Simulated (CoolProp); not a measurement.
Properties of n-heptane along the isotherm 318.85 °C.

Model: reference Helmholtz-energy equation of state, Span 2003, in CoolProp. It is a short technical equation, of lower accuracy than the large ones.

```json
[
 {"p (bar)": "12.6", "phase": "gas", "density (kg/m³)": "29.28", "cp (kJ/(kg K))": "2.961", "isothermal compressibility (1/MPa)": "0.9159", "expansivity (1/kK)": "2.719", "conductivity (mW/(m K))": "48.8"},
 {"p (bar)": "25.2", "phase": "gas", "density (kg/m³)": "70.56", "cp (kJ/(kg K))": "3.223", "isothermal compressibility (1/MPa)": "___", "expansivity (1/kK)": "5.076", "conductivity (mW/(m K))": "53.5"},
 {"p (bar)": "37.8", "phase": "supercritical", "density (kg/m³)": "140.4", "cp (kJ/(kg K))": "3.924", "isothermal compressibility (1/MPa)": "___", "expansivity (1/kK)": "11.39", "conductivity (mW/(m K))": "58.9"},
 {"p (bar)": "50.4", "phase": "supercritical", "density (kg/m³)": "254.7", "cp (kJ/(kg K))": "___", "isothermal compressibility (1/MPa)": "0.3123", "expansivity (1/kK)": "___", "conductivity (mW/(m K))": "64.0"},
 {"p (bar)": "63", "phase": "supercritical", "density (kg/m³)": "321.8", "cp (kJ/(kg K))": "3.857", "isothermal compressibility (1/MPa)": "0.1106", "expansivity (1/kK)": "7.588", "conductivity (mW/(m K))": "67.4"},
 {"p (bar)": "75.6", "phase": "supercritical", "density (kg/m³)": "356.4", "cp (kJ/(kg K))": "___", "isothermal compressibility (1/MPa)": "0.06050", "expansivity (1/kK)": "5.253", "conductivity (mW/(m K))": "70.5"},
 {"p (bar)": "88.3", "phase": "supercritical", "density (kg/m³)": "379.4", "cp (kJ/(kg K))": "3.535", "isothermal compressibility (1/MPa)": "0.04038", "expansivity (1/kK)": "4.127", "conductivity (mW/(m K))": "73.2"},
 {"p (bar)": "101", "phase": "supercritical", "density (kg/m³)": "396.5", "cp (kJ/(kg K))": "3.470", "isothermal compressibility (1/MPa)": "0.02997", "expansivity (1/kK)": "3.464", "conductivity (mW/(m K))": "75.5"},
 {"p (bar)": "113", "phase": "supercritical", "density (kg/m³)": "409.4", "cp (kJ/(kg K))": "3.427", "isothermal compressibility (1/MPa)": "0.02398", "expansivity (1/kK)": "3.044", "conductivity (mW/(m K))": "77.4"},
 {"p (bar)": "126", "phase": "supercritical", "density (kg/m³)": "421.1", "cp (kJ/(kg K))": "3.392", "isothermal compressibility (1/MPa)": "0.01966", "expansivity (1/kK)": "2.715", "conductivity (mW/(m K))": "79.3"},
 {"p (bar)": "139", "phase": "supercritical", "density (kg/m³)": "431.1", "cp (kJ/(kg K))": "3.366", "isothermal compressibility (1/MPa)": "0.01664", "expansivity (1/kK)": "2.468", "conductivity (mW/(m K))": "___"}
]
```

Task: Fill in the missing entries.

Result: 
- 25.2, isothermal compressibility (1/MPa): 0.5763
- 37.8, isothermal compressibility (1/MPa): 0.5378
- 50.4, cp (kJ/(kg K)): 4.419
- 50.4, expansivity (1/kK): 14.18
- 75.6, cp (kJ/(kg K)): 3.643
- 139, conductivity (mW/(m K)): 81.0

The peak of cp marks the crossing from liquid-like to gas-like fluid above the critical point.

Thermal conductivity comes from a separate model (Assael 2013).
